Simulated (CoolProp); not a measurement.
Computed with CoolProp (reference Helmholtz-energy equation of state, McLinden 2015).

### Question
For the fluoroketone C6F12O (FK-5-1-12), give the phase and the cp (kJ/(kg K)), speed of sound (m/s), fugacity coefficient at 257.2 K and 0.0758 MPa.

### Answer
- 257.2 K and 0.0758 MPa: liquid; cp 1.09, speed of sound 636, fugacity coefficient 0.0664
